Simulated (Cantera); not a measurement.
A Cantera script and what it prints.

```python
import numpy as np
import cantera as ct

gas_names = """
    CL CL2 H HCL H2 Si SiCL SiCL2 SiCL3 SiCL4 SiH SiHCL3 SiH2 SiH2CL2 SiH3 SiH3CL SiH4 Si2 Si3
""".split()
cond_names = """
    Si(cr) Si(L)
""".split()


# ... load() reads the species with a 1 bar reference pressure and builds the phases ...
atoms = {
    'Si': {'Si': 1},
    'Cl2': {'CL': 2},
    'H2': {'H': 2},
}
top_T = {}  # K; cautious upper limits of use, not melting points


# ... equilibrate(T, P, feed) seeds the gas with the atoms and calls Mixture.equilibrate('TP', solver="vcs", rtol=1e-11, max_steps=5000) ...
results = []
feed = {'Si': 1, 'Cl2': 1.3, 'H2': 3.6}  # mol
T = 1675  # K
P = 18000  # Pa
mix = equilibrate(T, P, feed)
results.append((T, P, feed, dict(zip(mix.species_names, mix.species_moles))))
print(gas.report(threshold=1e-05))
for i in range(1, mix.n_phases):
    print(f"{mix.phase(i).name:16s} {mix.phase_moles(i):12.5e} mol")
```

It prints:

```
       temperature   1675 K
          pressure   18000 Pa
           density   0.032809 kg/m^3
  mean mol. weight   25.384 kg/kmol
   phase of matter   gas

                          1 kg             1 kmol
                     ---------------   ---------------
          enthalpy           -3062.7            -77745  J
   internal energy       -5.5169e+05       -1.4004e+07  J
           entropy            9841.9        2.4983e+05  J/K
    Gibbs function       -1.6488e+07       -4.1855e+08  J
 heat capacity c_p            1502.5             38140  J/K
 heat capacity c_v              1175             29826  J/K

                      mass frac. Y      mole frac. X     chem. pot. / RT
                     ---------------   ---------------   ---------------
                CL        6.2335e-05        4.4636e-05           -25.328
                 H        8.8044e-06        0.00022172           -10.533
               HCL            0.2431           0.16926           -35.861
                H2          0.052129           0.65638           -21.066
              SiCL        0.00010266        4.1016e-05           -30.192
             SiCL2           0.61404           0.15747            -55.52
             SiCL3           0.06748          0.012742           -80.847
             SiCL4          0.014331         0.0021414           -106.18
            SiHCL3         0.0079946         0.0014983            -91.38
           SiH2CL2        0.00071992        0.00018094           -76.586
     [   +9 minor]        3.0544e-05        1.7927e-05

Si(cr)            1.55433e-01 mol
```

Cantera equilibrium calculation (NASA polynomials, part measured and part estimated; ideal gas, pure solids and liquids). The tables' values for SiCl3, SiCl are old estimates; treat these amounts as uncertain.
